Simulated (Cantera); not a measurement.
Charge: 1 mol HgO, 0.18 mol H2, 0.35 mol N2, equilibrated at 1.60 mbar.

Cantera equilibrium calculation (NASA polynomials, part measured and part estimated; ideal gas, pure solids and liquids). Candidate condensed phases: H2O, Hg, HgO; 25 gas species. Equilibrium is a limit: real reactors are often held back by kinetics, nucleation or transport. All values below are at 600 K.

Base state: Hg 0.515, O2 0.211, N2 0.180, H2O 0.0928 (mole fractions); condensed: gas only.

Problem. What changes in the equilibrium state with this change: HgO replaced by Pb?

Solution. 
```csv
species,before,after
N2,0.180,0.660
H2,<1e-9,0.340
NH3,<1e-9,1.07e-5
Hg,0.515,0
O2,0.211,0
H2O,0.0928,0
"Pb(s), mol",0,1.00
```
Further candidate phases: Pb.

Problem. What changes in the equilibrium state with this change: HgO replaced by Hg?

Solution. 
| species | before | after |
|---|---|---|
| Hg | 0.515 | 0.654 |
| N2 | 0.180 | 0.229 |
| H2 | <1e-9 | 0.118 |
| O2 | 0.211 | 0 |
| H2O | 0.0928 | 0 |
